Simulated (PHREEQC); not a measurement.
# City or well water: an equilibrium model

Model water analysis in mg/L, 25 °C, pH 7.09, pe 0.6:

| constituent | mg/L |
|---|---|
| Na | 15.4 |
| K | 114 |
| Ca | 21.4 |
| Mg | 16.5 |
| Cl | 60.3 |
| S(6) as SO4 | 102 |
| Alkalinity as HCO3 | 127 |
| B | 0.788 |
| N(-3) as NH4 | 0.0687 |

Valence states are taken as typed.

Model: ion-association model, phreeqc.dat, run in PHREEQC.

Precipitation was switched off in this run.

Question: Predict the specific conductance, charge-balance error.

Answer: specific conductance 681 µS/cm; charge-balance error 0.9 %.

Question: In which forms is C present?

Answer: HCO3- 85 %, CO2 14 % of the C.

Species that the database lacks are ignored.
